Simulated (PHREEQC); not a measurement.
Solution (25 °C): 0.065 mol/kgw CuSO4, 3.4e-05 mol/kgw H3AsO4 and 0.23 mol/kgw NaH2PO4. Closed to the air; pH follows from the charge balance.

Equilibrium calculation in PHREEQC: ion-association model, wateq4f.dat.

This is a speciation only: nothing precipitates in the calculation.

**Question.** Order these S species by the share of S that they hold, largest first: SO4-2, CuSO4, NaSO4-.

**Answer.** SO4-2 (56 %), CuSO4 (29 %), NaSO4- (14 %)

The pH is 4.34 and the ionic strength 0.397 mol/kgw. The solution is supersaturated, for example in Cu3(PO4)2:3H2O, Antlerite, so a real one may precipitate; this is no full list. H3PO4, which wateq4f.dat lacks, is added to it with the constant of phreeqc.dat. The database has no phosphate complexes of Cu. The database has no arsenate complexes of Cu.
